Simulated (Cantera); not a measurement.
Feed: 1 mol CuO, 1.1 mol CO, 0.4 mol C, at 1725 °C and 3.23 Torr.

Cantera equilibrium calculation (NASA polynomials, part measured and part estimated; ideal gas, pure solids and liquids). Equilibrium is a limit: real reactors are often held back by kinetics, nucleation or transport.

```json
[
 {"species": "CO", "before": "0.361", "after": "0.599"},
 {"species": "CO2", "before": "0.240", "after": "0.400"},
 {"species": "Cu", "before": "0.399", "after": "0.00125"},
 {"species": "O2", "before": "0.000174", "after": "1.16e-9"},
 {"species": "O", "before": "0.000132", "after": "1.49e-9"},
 {"species": "CuO", "before": "3.69e-5", "after": "<1e-9"},
 {"species": "Cu2", "before": "0.000664", "after": "4.14e-7"},
 {"species": "Cu(l), mol", "before": "0", "after": "0.998"}
]
```
Gas species are given as mole fractions.

### Question
Name the change that produced these shifts.
(A) 0.38 mol O2 added
(B) pressure from 3.23 Torr to 10.0 Torr
(C) temperature from 1725 °C to 1202 °C
(D) pressure from 3.23 Torr to 100 Torr

### Answer
C, temperature from 1725 °C to 1202 °C
